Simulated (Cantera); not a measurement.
**Equilibrium for metals in furnace atmospheres: Pb + CO2 + H2**

Input: 1 mol Pb, 0.036 mol CO2, 4.3 mol H2, held at 0.100 bar.

Method: chemical equilibrium by Gibbs-energy minimisation in Cantera with the NASA 1993 tables (ideal gas, pure condensed phases). Candidate condensed phases: C, C6H6, C7H8, C8H18, H2O, Pb, PbO, PbO2, Pb3O4; 113 gas species. Kinetics and transport are ignored.

```
T (K)   x H2      x Pb    x H2O     x CO       x H    x CO2    x Pb2  n Pb(l)
-----  -----  --------  -------  -------  --------  -------  -------  -------
1075   0.983  0.000759  0.00828  0.00817   4.60e-8  7.40e-5  6.76e-9    0.997
1175   0.979   0.00435  0.00822  0.00821   3.84e-7  5.38e-5  1.25e-7    0.981
1275   0.965    0.0189  0.00811  0.00810   2.29e-6  4.09e-5  1.44e-6    0.917
1375   0.919    0.0656  0.00773  0.00773   1.04e-5  3.14e-5  1.15e-5    0.695
1475   0.799     0.187  0.00672  0.00672   3.67e-5  2.28e-5  6.51e-5        0
1575   0.799     0.187  0.00673  0.00673  0.000117  1.95e-5  4.73e-5        0
1675   0.799     0.187  0.00673  0.00673  0.000328  1.71e-5  3.57e-5        0
1775   0.798     0.187  0.00673  0.00673  0.000818  1.52e-5  2.77e-5        0
1875   0.797     0.187  0.00672  0.00673   0.00185  1.38e-5  2.20e-5        0
1975   0.796     0.187  0.00671  0.00672   0.00386  1.26e-5  1.79e-5        0
```
x: gas mole fraction; n: condensed amount in mol.

From 1075 K to 1375 K the condensed part is Pb(l). From 1475 K to 1975 K nothing is condensed. The main Pb-bearing gas is Pb throughout.
